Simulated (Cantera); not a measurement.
Feed: 1 mol SiO2, 11 mol H2, at 410 Pa.

These are equilibrium values from Cantera (NASA tables, ideal gas, pure condensed phases), not measurements of a reactor. Candidate condensed phases: H2O, Si, SiO2; 18 gas species. The tables hold silica as quartz up to 1696 K and as liquid above; real silica turns to tridymite and cristobalite and melts near 1996 K. Rates play no part.

Which condensed phases are stable at each of these points (T (K)): 848, 948, 1048, 1148, 1248, 1348, 1448, 1548, 1648, 1748, 1848, 1948, 2048?


```tsv
T (K)	condensed phases	Si condensed (%)
848	SiO2(β-quartz)	100.0
948	SiO2(β-quartz)	100.0
1048	SiO2(β-quartz)	100.0
1148	SiO2(β-quartz)	100.0
1248	SiO2(β-quartz)	100.0
1348	SiO2(β-quartz)	99.9
1448	SiO2(β-quartz)	99.7
1548	SiO2(β-quartz)	98.6
1648	SiO2(β-quartz)	95.0
1748	SiO2(condensed)	84.9
1848	SiO2(condensed)	59.9
1948	SiO2(condensed)	4.3
2048	gas only	0.0
```

From 848 K to 1648 K the condensed part is SiO2(β-quartz). From 1748 K to 1948 K the condensed part is SiO2(condensed). At 2048 K nothing is condensed.
